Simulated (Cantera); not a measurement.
**Equilibrium for calcination and drying: MgCO3 + H2 + H2O**

A closed system holds: 1 mol MgCO3, a varied amount of H2, 0.11 mol H2O, held at 2273 K and 0.390 bar.

Method: chemical equilibrium by Gibbs-energy minimisation in Cantera with the NASA 1993 tables (ideal gas, pure condensed phases). Candidate condensed phases: C, C6H6, C7H8, C8H18, H2O, Mg, MgCO3, MgO, Mg(OH)2; 116 gas species. The tables' values for MgH are old estimates; treat these amounts as uncertain. Kinetics and transport are ignored.

```json
[
 {"n(H2) (mol)": "0.92", "x H2": "0.128", "x H2O": "0.373", "x CO": "0.321", "x CO2": "0.169", "x H": "0.00482", "x Mg": "0.000409", "n MgO(s)": "0.999"},
 {"n(H2) (mol)": "1.5", "x H2": "0.261", "x H2O": "0.348", "x CO": "0.307", "x CO2": "0.0742", "x H": "0.00687", "x Mg": "0.000891", "n MgO(s)": "0.997"},
 {"n(H2) (mol)": "2", "x H2": "0.358", "x H2O": "0.311", "x CO": "0.276", "x CO2": "0.0435", "x H": "0.00805", "x Mg": "0.00137", "n MgO(s)": "0.995"},
 {"n(H2) (mol)": "2.6", "x H2": "0.449", "x H2O": "0.272", "x CO": "0.241", "x CO2": "0.0265", "x H": "0.00901", "x Mg": "0.00196", "n MgO(s)": "0.992"},
 {"n(H2) (mol)": "3.1", "x H2": "0.507", "x H2O": "0.244", "x CO": "0.217", "x CO2": "0.0189", "x H": "0.00958", "x Mg": "0.00246", "n MgO(s)": "0.988"},
 {"n(H2) (mol)": "3.7", "x H2": "0.562", "x H2O": "0.218", "x CO": "0.193", "x CO2": "0.0135", "x H": "0.0101", "x Mg": "0.00307", "n MgO(s)": "0.984"},
 {"n(H2) (mol)": "4.3", "x H2": "0.606", "x H2O": "0.196", "x CO": "0.173", "x CO2": "0.0102", "x H": "0.0105", "x Mg": "0.00367", "n MgO(s)": "0.978"},
 {"n(H2) (mol)": "4.8", "x H2": "0.635", "x H2O": "0.181", "x CO": "0.159", "x CO2": "0.00824", "x H": "0.0107", "x Mg": "0.00416", "n MgO(s)": "0.973"},
 {"n(H2) (mol)": "5.4", "x H2": "0.665", "x H2O": "0.166", "x CO": "0.145", "x CO2": "0.00659", "x H": "0.0110", "x Mg": "0.00475", "n MgO(s)": "0.966"},
 {"n(H2) (mol)": "5.9", "x H2": "0.686", "x H2O": "0.156", "x CO": "0.135", "x CO2": "0.00558", "x H": "0.0111", "x Mg": "0.00523", "n MgO(s)": "0.960"},
 {"n(H2) (mol)": "6.5", "x H2": "0.707", "x H2O": "0.145", "x CO": "0.125", "x CO2": "0.00465", "x H": "0.0113", "x Mg": "0.00580", "n MgO(s)": "0.953"},
 {"n(H2) (mol)": "7", "x H2": "0.723", "x H2O": "0.137", "x CO": "0.118", "x CO2": "0.00405", "x H": "0.0114", "x Mg": "0.00627", "n MgO(s)": "0.946"},
 {"n(H2) (mol)": "7.6", "x H2": "0.739", "x H2O": "0.129", "x CO": "0.110", "x CO2": "0.00347", "x H": "0.0116", "x Mg": "0.00681", "n MgO(s)": "0.937"}
]
```
x: gas mole fraction; n: condensed amount in mol.

From 0.92 mol H2 to 7.6 mol H2 the condensed part is MgO(s). The main Mg-bearing gas is Mg throughout. The share of Mg in condensed phases is highest at 0.92 mol H2 (99.9 %) and lowest at 7.6 mol H2 (93.7 %).
